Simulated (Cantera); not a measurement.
Input: 1 mol CuO, a varied amount of CO, 0.3 mol H2, held at 0.0100 bar.

These are equilibrium values from Cantera (NASA tables, ideal gas, pure condensed phases), not measurements of a reactor. Candidate condensed phases: C, C6H6, C7H8, C8H18, Cu, CuO, Cu(OH)2, Cu2O, H2O; 113 gas species. Kinetics and transport are ignored.

Question: What condenses at these points (T in K, n(CO) in mol): (2075, 15); (2225, 16); (1925, 2.4); (2375, 0.82); (2075, 13)?

Answer: 
```csv
T (K),n(CO) in mol,condensed phases,Cu condensed (%)
2075,15,gas only,0.0
2225,16,gas only,0.0
1925,2.4,Cu,28.3
2375,0.82,gas only,0.0
2075,13,gas only,0.0
```
